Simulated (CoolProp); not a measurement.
Computed with CoolProp (reference Helmholtz-energy equation of state, Penoncello 2003).

Task: For CHF3 (R23), give the phase and the cv (kJ/(kg K)), speed of sound (m/s), conductivity (mW/(m K)), Prandtl number at 322.2 K and 0.268 MPa; 322.2 K and 0.805 MPa; 322.2 K and 1.07 MPa.

Result: 
- 322.2 K and 0.268 MPa: gas; cv 0.650, speed of sound 211, conductivity 15.1, Prandtl number 0.826
- 322.2 K and 0.805 MPa: gas; cv 0.662, speed of sound 206, conductivity 15.9, Prandtl number 0.825
- 322.2 K and 1.07 MPa: gas; cv 0.668, speed of sound 204, conductivity 16.2, Prandtl number 0.827

Viscosity comes from a separate model (Shan 2000). Thermal conductivity comes from a separate model (Shan 2000).
